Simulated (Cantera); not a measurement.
Input (Python, Cantera) and output of one run.

```python
import numpy as np
import cantera as ct

gas_names = """
    CL CL2 H HCL H2 Si SiCL SiCL2 SiCL3 SiCL4 SiH SiHCL3 SiH2 SiH2CL2 SiH3 SiH3CL SiH4 Si2 Si3
""".split()
cond_names = """
    Si(cr) Si(L)
""".split()


def load(file, names, dense=False):
    # The tables refer to 1 bar. Condensed volumes are neglected.
    table = {s.name: s for s in ct.Species.list_from_file(file)}
    out = []
    for n in names:
        d = dict(table[n].input_data)
        d["thermo"] = dict(d["thermo"], **{"reference-pressure": 1e5})
        if dense:
            d["equation-of-state"] = {"model": "constant-volume", "density": "1e6 g/cm^3"}
        out.append(ct.Species.from_dict(d))
    return out


gas = ct.Solution(thermo="ideal-gas", species=load("nasa_gas.yaml", gas_names))
cond = {s.name: ct.Solution(thermo="fixed-stoichiometry", species=[s], name=s.name)
        for s in load("nasa_condensed.yaml", cond_names, dense=True)}
atoms = {
    'SiHCl3': {'Si': 1, 'H': 1, 'CL': 3},
    'H2': {'H': 2},
}
top_T = {}  # K; cautious upper limits of use, not melting points


def equilibrate(T, P, feed):
    n = {}
    for name, mol in feed.items():
        for a, k in atoms[name].items():
            n[a] = n.get(a, 0.0) + k * mol
    gas.TPX = T, P, n
    mass = sum(n.values()) * gas.mean_molecular_weight
    gas.equilibrate("TP")
    valid = [c for c in cond.values() if c.min_temp <= T <= top_T.get(c.name, c.max_temp)]
    mix = ct.Mixture([(gas, mass / gas.mean_molecular_weight)] + [(c, 0.0) for c in valid])
    mix.T, mix.P = T, P
    mix.equilibrate("TP", solver="vcs", rtol=1e-11, max_steps=5000)
    return mix


results = []
T = 1575  # K
P = 130000  # Pa
for m in [93, 180, 270, 360, 450, 540, 630, 720, 810, 900]:
    feed = {'SiHCl3': 1, 'H2': m}  # mol
    mix = equilibrate(T, P, feed)
    results.append((T, P, feed, dict(zip(mix.species_names, mix.species_moles))))

top = {s: max(r[3][s] / sum(r[3][g] for g in gas_names) for r in results) for s in gas_names}
cols = sorted((s for s in top if top[s] > 1e-06), key=lambda s: -top[s])[:7]
seen = [c for c in cond_names if any(r[3].get(c, 0) > 1e-12 for r in results)]
print("log10 of partial pressures in bar; condensed amounts in mol")
print(f"{'n(H2)':>10s}" + "".join(f"{s[:9]:>10s}" for s in cols + seen))
for T, P, feed, n in results:
    ng = sum(n[g] for g in gas_names)
    print(f"{feed['H2']:10.4g}" + "".join(f"{np.log10(max(n[s] / ng * P / 1e5, 1e-99)):10.3f}" for s in cols)
          + "".join(f"{n.get(c, 0):10.4g}" for c in seen))
```

Result:

```
log10 of partial pressures in bar; condensed amounts in mol
     n(H2)        H2       HCL     SiCL2     SiCL3    SiHCL3   SiH2CL2         H    Si(cr)
        93     0.101    -1.469    -2.510    -3.833    -4.042    -4.129    -4.331    0.7482
       180     0.107    -1.715    -3.007    -4.579    -4.785    -4.620    -4.328    0.8502
       270     0.109    -1.875    -3.330    -5.062    -5.268    -4.940    -4.327    0.8936
       360     0.110    -1.992    -3.564    -5.414    -5.619    -5.173    -4.326    0.9168
       450     0.111    -2.084    -3.748    -5.690    -5.895    -5.357    -4.326    0.9312
       540     0.112    -2.159    -3.900    -5.918    -6.122    -5.508    -4.326    0.9409
       630     0.112    -2.224    -4.029    -6.112    -6.316    -5.637    -4.325    0.9478
       720     0.112    -2.280    -4.142    -6.281    -6.485    -5.750    -4.325    0.9529
       810     0.112    -2.330    -4.241    -6.430    -6.634    -5.849    -4.325    0.9569
       900     0.112    -2.374    -4.331    -6.564    -6.768    -5.938    -4.325      0.96
```

Equilibrium computed with Cantera from the NASA thermochemical tables; the gas is ideal and each condensed phase is pure. The tables' values for SiCl3 are old estimates; treat these amounts as uncertain.
